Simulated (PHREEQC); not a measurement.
Dissolve 0.0018 mol/kgw NaOH and 1.1e-05 mol/kgw CO2 at 40 °C. Closed to the air; pH follows from the charge balance.

Equilibrium calculation in PHREEQC: Pitzer model, pitzer.dat.

The ionic strength comes out as 0.00181 mol/kgw. What activity coefficients do HCO3-, OH-, Na+, CO3-2 get?

HCO3- 0.97, OH- 0.95, Na+ 0.95, CO3-2 0.82. Single-ion values are on the MacInnes scale.

This is a speciation only: nothing precipitates in the calculation. At this temperature some constants are extrapolated from 25 °C, and those without enthalpy data are left unchanged.
